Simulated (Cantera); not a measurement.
Feed: 1 mol CuO, 150 mol H₂, 1.3 mol N₂, at 900 K and 20.0 mbar.

Cantera equilibrium calculation (NASA polynomials, part measured and part estimated; ideal gas, pure solids and liquids). Candidate condensed phases: Cu, CuO, Cu(OH)₂, Cu₂O, H₂O; 27 gas species. Equilibrium is a limit: real reactors are often held back by kinetics, nucleation or transport.

### Question
What is the equilibrium state?

### Answer
| Item | Value |
|---|---|
| x(H₂) | 0.985 |
| x(N₂) | 0.00859 |
| x(H₂O) | 0.00661 |
| x(NH₃) | 2.19e-6 |
| n(Cu(s)) | 1.00 mol |
| gas amount | 151.3 mol |
| log10 activity of Cu(OH)₂(s) (absent) | -16.14 |
